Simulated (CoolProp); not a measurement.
Aqueous calcium chloride as a coolant, at 6 °C, 1 atm.

The numbers come from the Melinder's fits for secondary coolants in CoolProp.

| mass % | freezing point (°C) | density (kg/m³) | viscosity (mPa s) | cp (kJ/(kg K)) | Prandtl number |
|---|---|---|---|---|---|
| 5.9 | -2.9 | 1050 | 1.68 | 3.819 | 11.3 |
| 8 | -4.3 | 1069 | 1.76 | 3.695 | 11.5 |
| 10.1 | -5.9 | 1088 | 1.87 | 3.574 | 11.8 |
| 12.2 | -7.9 | 1108 | 1.99 | 3.457 | 12.2 |
| 14.3 | -10.2 | 1128 | 2.14 | 3.345 | 12.7 |
| 16.4 | -12.8 | 1148 | 2.31 | 3.239 | 13.4 |
| 18.4 | -15.7 | 1168 | 2.51 | 3.144 | 14.2 |
| 20.5 | -19.1 | 1189 | 2.76 | 3.053 | 15.2 |
| 22.6 | -23.2 | 1210 | 3.05 | 2.970 | 16.5 |
| 24.7 | -28.2 | 1232 | 3.41 | 2.896 | 18.0 |
| 26.8 | -34.6 | 1254 | 3.85 | 2.829 | 20.0 |
